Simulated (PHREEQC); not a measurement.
Model water analysis in mg/kgw, 25 °C, pH 6.63, pe 10.9: Na 0.031; K 0.0123; Ca 0.0145; Mg 0.00215; Cl 0.0335; S(6) as SO4 0.0189; Alkalinity as HCO3 0.049; Cd 0.00125; O(0) (dissolved oxygen) 2.06e-05; B 3.2e-06.

Na is adjusted to close the charge balance.
Valence states are taken as typed.

The numbers come from PHREEQC with the ion-association model, phreeqc.dat.

```json
{
  "ionic_strength": "3.04e-6 mol/kgw"
}
```

```csv
species,molality,activity,log γ
HCO3-,9.94e-7,9.92e-7,-0.001
Cl-,9.45e-7,9.43e-7,-0.001
Na+,9.04e-7,9.02e-7,-0.001
CO2,5.23e-7,5.23e-7,0.000
Ca+2,3.62e-7,3.59e-7,-0.004
K+,3.15e-7,3.14e-7,-0.001
H+,2.35e-7,2.34e-7,-0.001
```

No solid was allowed to form. Species that the database lacks are ignored.
